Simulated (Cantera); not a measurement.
A perfectly stirred reactor is fed with CH₄ : CO₂ : H₂ = 1 : 3.7 : 0.064 (molar parts), at 2.20 bar; it is held at 1600 K, and followed from long to short residence time.

Cantera simulation using GRI-Mech 3.0 (53 species, 325 reactions); the numbers are that mechanism's predictions, not measurements.

What does this change do: temperature 1600 to 1900 K?


```
quantity                  before     after
----------------------  --------  --------
x(CH₄) at τ = 2.30 s      0.0175  0.000463
x(CO₂) at τ = 2.30 s       0.297     0.206
x(H₂) at τ = 2.30 s       0.0872     0.110
x(C₂H₄) at τ = 2.30 s   0.000449   2.35e-7
x(O) at τ = 2.30 s      3.10e-11   2.69e-8
x(CH₄) at τ = 21.0 ms      0.145    0.0128
x(CO₂) at τ = 21.0 ms      0.690     0.284
x(H₂) at τ = 21.0 ms      0.0456    0.0798
x(C₂H₄) at τ = 21.0 ms   0.00294  0.000181
x(O) at τ = 21.0 ms     1.12e-11   1.43e-8
```

What does this change do: temperature 1600 to 1325 K?


```
quantity                  before    after
----------------------  --------  -------
x(CH₄) at τ = 2.30 s      0.0175    0.193
x(CO₂) at τ = 2.30 s       0.297    0.753
x(H₂) at τ = 2.30 s       0.0872   0.0188
x(C₂H₄) at τ = 2.30 s   0.000449  0.00149
x(O) at τ = 2.30 s      3.10e-11   <1e-12
x(CH₄) at τ = 21.0 ms      0.145    0.210
x(CO₂) at τ = 21.0 ms      0.690    0.777
x(H₂) at τ = 21.0 ms      0.0456   0.0135
x(C₂H₄) at τ = 21.0 ms   0.00294  1.11e-5
x(O) at τ = 21.0 ms     1.12e-11   <1e-12
```
